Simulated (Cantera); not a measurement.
**Premixed flame**

A freely propagating, adiabatic, planar premixed flame of 26.1 % H2, 15.5 % O2, 58.4 % N2, equivalence ratio 0.84, unburnt at 498 K and 1.01 bar; multicomponent+Soret transport, grid criteria slope 0.08 and curve 0.16, no radiation.

Model: the H2/O2 subset of GRI-Mech 3.0, which has no nitrogen chemistry, integrated in Cantera. Burning velocities carry a grid error of a few per cent, more on coarse grids.

```json
[
 {"z (mm)": "-1.22", "T (K)": "498", "u (m/s)": "4.11", "x H2": "0.261", "x O2": "0.155", "x HO2": "<1e-8", "x H2O": "<1e-8", "x H": "<1e-8", "x O": "<1e-8"},
 {"z (mm)": "-0.812", "T (K)": "498", "u (m/s)": "4.11", "x H2": "0.261", "x O2": "0.155", "x HO2": "<1e-8", "x H2O": "<1e-8", "x H": "<1e-8", "x O": "<1e-8"},
 {"z (mm)": "-0.609", "T (K)": "498", "u (m/s)": "4.11", "x H2": "0.261", "x O2": "0.155", "x HO2": "<1e-8", "x H2O": "2.14e-8", "x H": "<1e-8", "x O": "<1e-8"},
 {"z (mm)": "-0.406", "T (K)": "498", "u (m/s)": "4.11", "x H2": "0.260", "x O2": "0.155", "x HO2": "4.69e-7", "x H2O": "1.25e-6", "x H": "<1e-8", "x O": "<1e-8"},
 {"z (mm)": "-0.203", "T (K)": "516", "u (m/s)": "4.16", "x H2": "0.243", "x O2": "0.158", "x HO2": "0.000206", "x H2O": "0.000814", "x H": "3.29e-5", "x O": "4.29e-6"},
 {"z (mm)": "-0.102", "T (K)": "757", "u (m/s)": "5.90", "x H2": "0.199", "x O2": "0.154", "x HO2": "0.000257", "x H2O": "0.0231", "x H": "0.00339", "x O": "0.000263"},
 {"z (mm)": "0", "T (K)": "1202", "u (m/s)": "9.15", "x H2": "0.115", "x O2": "0.115", "x HO2": "0.000105", "x H2O": "0.106", "x H": "0.0229", "x O": "0.00463"},
 {"z (mm)": "0.102", "T (K)": "1513", "u (m/s)": "11.4", "x H2": "0.0485", "x O2": "0.0648", "x HO2": "4.97e-5", "x H2O": "0.192", "x H": "0.0368", "x O": "0.0111"},
 {"z (mm)": "0.203", "T (K)": "1670", "u (m/s)": "12.6", "x H2": "0.0318", "x O2": "0.0482", "x HO2": "3.17e-5", "x H2O": "0.220", "x H": "0.0341", "x O": "0.0125"},
 {"z (mm)": "0.406", "T (K)": "1833", "u (m/s)": "13.7", "x H2": "0.0272", "x O2": "0.0420", "x HO2": "2.15e-5", "x H2O": "0.234", "x H": "0.0248", "x O": "0.0109"},
 {"z (mm)": "0.812", "T (K)": "1992", "u (m/s)": "14.7", "x H2": "0.0230", "x O2": "0.0380", "x HO2": "1.41e-5", "x H2O": "0.247", "x H": "0.0154", "x O": "0.00809"},
 {"z (mm)": "1.62", "T (K)": "2129", "u (m/s)": "15.6", "x H2": "0.0173", "x O2": "0.0347", "x HO2": "8.79e-6", "x H2O": "0.260", "x H": "0.00832", "x O": "0.00535"},
 {"z (mm)": "3.25", "T (K)": "2236", "u (m/s)": "16.2", "x H2": "0.0114", "x O2": "0.0322", "x HO2": "5.50e-6", "x H2O": "0.272", "x H": "0.00381", "x O": "0.00314"}
]
```
x: mole fraction of selected species; z is measured from the peak of heat release.

```json
{
  "laminar_burning_velocity": "411 cm/s",
  "thermal_thickness": "0.406 mm",
  "peak x(HO2)": "0.000379",
  "peak x(H)": "0.0370",
  "peak x(O)": "0.0125",
  "grid_points": "116"
}
```
